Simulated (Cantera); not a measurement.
A closed system holds: 1 mol C2F6, 0.012 mol F2, equilibrated at 10000 Pa.

Equilibrium computed with Cantera from the NASA thermochemical tables; the gas is ideal and each condensed phase is pure. Candidate condensed phases: C; 13 gas species. The feed counts by its element totals alone. Gases not in the tables: C2F6 and larger saturated fluorocarbons. Rates play no part.

**Question.** What share of the C ends up in condensed phases as a function of T (K), at 2100, 2175, 2250, 2325, 2400, 2475, 2550, 2625, 2700?

**Answer.** 
```tsv
T (K)	C condensed (%)	as
2100	21.9	C(graphite)
2175	20.0	C(graphite)
2250	17.0	C(graphite)
2325	12.8	C(graphite)
2400	7.1	C(graphite)
2475	0.6	C(graphite)
2550	0.0	-
2625	0.0	-
2700	0.0	-
```
